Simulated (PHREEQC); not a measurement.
# Acid rinse or clean (model solution)

Solution (50 °C): 0.022 mol HBr per kg of water. It is in equilibrium with CO2 at log p = -2 (atm). Otherwise closed; pH follows from the charge balance.

The numbers come from PHREEQC with the ion-association model, wateq4f.dat.

This is a speciation only: nothing precipitates in the calculation.

Problem. Estimate the pH.

Solution. pH 1.71.

Complexes and solids missing from the database can't appear. At this temperature some constants are extrapolated from 25 °C, and those without enthalpy data are left unchanged.
